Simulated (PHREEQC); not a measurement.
Synthetic water in mmol/kgw, 25 °C, pH 1.99, pe 11.8:

```
constituent  mmol/kgw
-----------  --------
Na               3.51
K                15.5
Ca               15.2
Mg               4.82
Cl               15.7
S(6)               36
Si             0.0203
Ni            0.00641
B               0.775
Sr             0.0763
Br               0.12
Cd             0.0582
```

Valence states are taken as typed.

Equilibrium calculation in PHREEQC: ion-association model, wateq4f.dat.

Task: The ionic strength comes out as 0.0900 mol/kgw. What activity coefficients do CdCl+, Ni+2, Cl-, Cd+2, SO4-2 get?

Result: CdCl+ 0.79, Ni+2 0.38, Cl- 0.77, Cd+2 0.38, SO4-2 0.39.

No solid was allowed to form.
